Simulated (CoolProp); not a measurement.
The fluid at 293.15 K and 0.672 MPa is compressed adiabatically to 1.53 MPa with isentropic efficiency 0.6. The same conditions are run with several fluids, on thermodynamics alone (safety and materials aside).

Computed with CoolProp (reference Helmholtz-energy equation of state of each fluid (normal hydrogen: Leachman 2009; R125: Lemmon 2005; ethane: Bücker 2006; carbon monoxide: Lemmon 2006; nitrogen: Span 2000)).

| fluid | work (kJ/kg) | final temperature (K) | final phase | final density (kg/m³) |
|---|---|---|---|---|
| normal hydrogen | 1880 | 423.1 | ? | 0.871 |
| R125 | 24.5 | ? | gas | ? |
| ethane | 111 | ? | gas | ? |
| carbon monoxide | 135 | 421.9 | gas | 12.2 |
| nitrogen | 135 | 422.2 | gas | 12.1 |

### Question
Complete the blanks.

### Answer

- normal hydrogen, final phase: supercritical
- R125, final temperature (K): 331.5
- R125, final density (kg/m³): 81.3
- ethane, final temperature (K): 357.3
- ethane, final density (kg/m³): 16.6
